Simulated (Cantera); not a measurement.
Input: 1 mol Si, 0.019 mol CO2, 320 mol N2, equilibrated at 100000 Pa.

These are equilibrium values from Cantera (NASA tables, ideal gas, pure condensed phases), not measurements of a reactor. Candidate condensed phases: C, Si, SiC, SiO2, Si2N2O, Si3N4; 34 gas species. Mutual solubility and eutectic melting of coexisting phases are not modelled. The tables' values for SiN are old estimates; treat these amounts as uncertain. Kinetics and transport are ignored.

log p: log10 of the partial pressure in bar; n: condensed amount in mol.

```
T (K)  log p N2  log p Si  log p SiO  log p CO  log p Si2N  log p SiN  log p Si2C  n Si3N4(s)  n SiC(s)
-----  --------  --------  ---------  --------  ----------  ---------  ----------  ----------  --------
1998       0.00     -4.90      -4.22     -4.23       -5.90      -5.48       -7.03       0.325         0
2023       0.00     -4.68      -4.22     -4.23       -5.62      -5.29       -6.64       0.324         0
2048       0.00     -4.47      -4.22     -4.23       -5.34      -5.10       -6.25       0.321         0
2073       0.00     -4.26      -4.21     -4.24       -5.08      -4.91       -5.89       0.318         0
2098       0.00       ___      -4.20     -4.25         ___      -4.73         ___       0.311         0
2123       0.00       ___      -4.18     -4.28         ___      -4.56         ___       0.301         0
2148       0.00     -3.66      -4.14     -4.33       -4.32      -4.39       -4.97       0.284  0.000356
```

Question: Fill in the missing entries.

Answer: 
- 2123, log p Si: -3.85
- 2123, log p Si2N: -4.57
- 2123, log p Si2C: -5.23
- 2098, log p Si: -4.05
- 2098, log p Si2N: -4.82
- 2098, log p Si2C: -5.54
